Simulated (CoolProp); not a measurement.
Properties of fluorine along the isotherm 83.3 K (Tc = 144.4 K, pc = 52.40 bar, ω = 0.045).

Values from CoolProp's reference Helmholtz-energy equation of state, de Reuck 1990.

```
p (bar)   phase  cp (kJ/(kg K))  expansivity (1/kK)
-------  ------  --------------  ------------------
0.249       gas          0.7808               12.36
0.51        gas          0.7968               12.75
1.05     liquid           1.505                   ?
2.15     liquid           1.505               4.584
4.42     liquid               ?                   ?
9.08     liquid               ?               4.546
18.6     liquid           1.498               4.495
38.3     liquid               ?                   ?
78.6     liquid               ?                   ?
```

Task: What belongs in the gaps?

Result: 
- 1.05, expansivity (1/kK): 4.590
- 4.42, cp (kJ/(kg K)): 1.504
- 4.42, expansivity (1/kK): 4.571
- 9.08, cp (kJ/(kg K)): 1.502
- 38.3, cp (kJ/(kg K)): 1.490
- 38.3, expansivity (1/kK): 4.395
- 78.6, cp (kJ/(kg K)): 1.476
- 78.6, expansivity (1/kK): 4.208
